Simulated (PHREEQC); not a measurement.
Solution (25 °C): 0.23 mol/kgw HF and 3.3e-05 mol/kgw NaF. Closed to the air; pH follows from the charge balance.

Equilibrium calculation in PHREEQC: ion-association model, wateq4f.dat.

```tsv
quantity	before	after
pH	1.94	2.00
ionic strength (mol/kgw)	0.0126	0.0111
HF (mol/kgw)	0.128	0.178
F- (mol/kgw)	0.00844	0.00621
NaF (mol/kgw)	1.27e-7	9.28e-8
```

**Question.** Name the change that produced these shifts.
A) NaF from 3.3e-05 to 6.6e-05 mol/kgw
B) temperature from 25 to 15 °C
C) HF left out
D) temperature from 25 to 65 °C
E) diluted 2-fold with water

**Answer.** D, temperature from 25 to 65 °C

No solid was allowed to form. wateq4f.dat counts part of the HF as a dimer, H2F2, which phreeqc.dat doesn't know; its constant is uncertain. Away from 25 °C the constants follow the database's enthalpies or fits; those with neither stay at their 25 °C values.
